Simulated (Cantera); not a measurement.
An isothermal plug-flow reactor at 850 K and 1.00 bar (inlet), inlet velocity 3.9 m/s, active area per volume 680 1/m; feed CH₄ : O₂ : N₂ : H₂O = 0.0048 : 0.016 : 0.79 : 0.0078 (molar parts).

Computed with Cantera and Deutschmann's 1995 Pt surface mechanism with GRI-Mech 3.0 gas chemistry. Catalytic surfaces can have several steady states; this one follows from the mechanism file's or the stated starting coverage. Mass transfer to the wall is taken as infinitely fast.

Task: What does this change do: N2 0.79 to 2.2 parts?

Result: 
```tsv
quantity	before	after
x(CH₄) at z = 0.026 m	0.00538	0.00181
x(O₂) at z = 0.026 m	0.0186	0.00650
x(H₂O) at z = 0.026 m	0.0105	0.00418
x(CO₂) at z = 0.026 m	0.000483	0.000340
x(CO) at z = 0.026 m	1.37e-6	5.30e-7
θ(free Pt) at the exit	0.117	0.159
θ(O*) at the exit	0.880	0.839
θ(OH*) at the exit	0.00274	0.00197
```

Task: What does this change do: pressure from 1.00 bar to 1.70 bar?

Result: 
```json
[
 {"quantity": "x(CH₄) at z = 0.026 m", "before": "0.00538", "after": "0.00553"},
 {"quantity": "x(O₂) at z = 0.026 m", "before": "0.0186", "after": "0.0189"},
 {"quantity": "x(H₂O) at z = 0.026 m", "before": "0.0105", "after": "0.0102"},
 {"quantity": "x(CO₂) at z = 0.026 m", "before": "0.000483", "after": "0.000327"},
 {"quantity": "x(CO) at z = 0.026 m", "before": "1.37e-6", "after": "1.31e-6"},
 {"quantity": "θ(free Pt) at the exit", "before": "0.117", "after": "0.0985"},
 {"quantity": "θ(O*) at the exit", "before": "0.880", "after": "0.898"},
 {"quantity": "θ(OH*) at the exit", "before": "0.00274", "after": "0.00325"}
]
```
